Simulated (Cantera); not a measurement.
Charge: 1 mol HMDSO, 1.9 mol CO₂, 0.29 mol O₃, at 26000 Pa.

Equilibrium computed with Cantera from the NASA thermochemical tables; the gas is ideal and each condensed phase is pure. Candidate condensed phases: C, C₆H₆, C₇H₈, C₈H₁₈, H₂O, Si, SiC, SiO₂; 123 gas species. The feed counts by its element totals alone. The tables hold silica as quartz up to 1696 K and as liquid above; real silica turns to tridymite and cristobalite and melts near 1996 K. Kinetics and transport are ignored.

Over these rows the condensed part is C(graphite) + SiO₂(β-quartz). Partial pressures as log10 of bar:

```tsv
T (K)	1000/T (1/K)	log p CO₂	log p H₂	log p CO
900	1.1111	-2.44	-0.69	-1.59
1000	1.0000	?	-0.67	-1.43
1100	0.9091	-3.85	-0.66	-1.40
1200	0.8333	-4.51	-0.66	-1.39
1300	0.7692	-5.07	-0.66	-1.39
1400	0.7143	-5.55	-0.66	-1.39
```

Question: Fit log p(CO₂) = a + b·(1000/T) to the five rows, give the apparent enthalpy, and predict the row at 1000 K.

Answer: Means: 1000/T = 0.8674, log p = -4.284. Sxy = 0.746197, Sxx = 0.0953742, so b = 7.82 and a = -4.284 − (7.82)×0.8674 = -11.07.
Apparent enthalpy: −19.145 × (7.82) = -150 kJ/mol. With the condensed phases at unit activity, 2 CO(g) = CO₂(g) + C(graphite) links this pressure to the main gases: over the six rows their terms move log p by +0.40 in all, so the slope isn't that reaction's ΔH° alone. The five rows lie within 0.11 of the line; that is curvature, so one enthalpy describes this range poorly.
Prediction at 1000 K: -11.07 + (7.82)×1.0000 = -3.25. The computed value is -3.10, 0.15 from the line.
